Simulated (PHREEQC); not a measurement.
A solution holds 0.014 mol NaHCO3 and 0.00067 mol Na2SO4 per kg of water, at 25 °C. Closed to the air; pH follows from the charge balance.

Computed with PHREEQC (Pitzer model, pitzer.dat).

```yaml
pH: 8.21
ionic_strength: 0.0162 mol/kgw
specific_conductance: 1370 µS/cm
osmotic_coefficient: 0.978
total_alkalinity: 14.0 meq/kg
```

```csv
species,molality,activity,log γ
Na+,0.0153,0.0141,-0.036
HCO3-,0.0137,0.0131,-0.018
SO4-2,0.000670,0.000375,-0.252
CO2,0.000175,0.000176,0.001
CO3-2,0.000173,9.80e-5,-0.248
OH-,1.88e-6,1.66e-6,-0.056
H+,7.24e-9,6.11e-9,-0.073
```

This is a speciation only: nothing precipitates in the calculation. Species that the database lacks are ignored.
